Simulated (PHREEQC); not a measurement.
Dissolve 22 mmol/kgw NaF and 0.21 mmol/kgw H4SiO4 at 25 °C. Closed to the air; pH follows from the charge balance.

All values are PHREEQC results (ion-association model, phreeqc.dat), not measurements.

No solid was allowed to form.

**Question.** Predict the pH, specific conductance.

**Answer.** pH 7.41; specific conductance 2070 µS/cm.

Examples of supersaturated solids here: Quartz (slow to form). Others may be too. Species that the database lacks are ignored. SiF6-2 is the database's only silicon fluoride.
